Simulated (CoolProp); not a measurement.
A single-stage vapour-compression cycle with the fluid: evaporating at 205.15 K (dew point), condensing at 268.15 K (bubble point), superheat 0 K, subcooling 2 K, compressor efficiency 0.6, no pressure losses. The same conditions are run with several fluids, on thermodynamics alone (safety and materials aside).

Model: reference Helmholtz-energy equation of state of each fluid (ethylene: Smukala 2000; ammonia: Gao 2020; R22: Kamei 1995; ethane: Bücker 2006; C2F6 (R116): Lemmon 2006; propane: Lemmon 2009), in CoolProp.

Problem. Rank ethylene, ammonia, R22, ethane, C2F6 (R116), propane by cooling COP, highest first.

Solution. propane (1.54), R22 (1.53), ammonia (1.42), ethane (1.35), ethylene (1.17), C2F6 (R116) (1.04)

```csv
fluid,pressure ratio,discharge temperature (K),refrigerating effect (kJ/kg),volumetric capacity (kJ/m³)
ethylene,6.53,358.6,239,2470
ammonia,28.1,576.9,1190,151
R22,18.2,393.0,183,218
ethane,7.74,345.2,287,1480
C2F6 (R116),9.54,286.6,46.0,673
propane,14.8,340.1,312,225
```
